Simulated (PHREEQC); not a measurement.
Solution (25 °C): 0.34 mol/kgw Na2CO3, 0.0086 mol/kgw K2SO4 and 0.086 mol/kgw KBr. Closed to the air; pH follows from the charge balance.

Computed with PHREEQC (Pitzer model, pitzer.dat).

| quantity | before | after |
|---|---|---|
| pH | 11.51 | 10.78 |
| ionic strength (mol/kgw) | 1.13 | 0.0106 |
| HCO3- (mol/kgw) | 0.00491 | 0.000682 |
| CO2 (mol/kgw) | 1.60e-8 | 2.32e-8 |
| SI of Natron (Na2CO3:10H2O) | -1.50 | -6.35 |
| SI of Nahcolite (NaHCO3) | -2.60 | -5.00 |

Q: What was changed between the two runs?
A. diluted 5-fold with water
B. diluted 100-fold with water
C. diluted 10-fold with water
D. K2SO4 from 0.0086 to 0.043 mol/kgw
E. K2SO4 from 0.0086 to 0.0172 mol/kgw

A: B, diluted 100-fold with water

This is a speciation only: nothing precipitates in the calculation. In brines, pH and single-ion activities rest on the MacInnes convention.
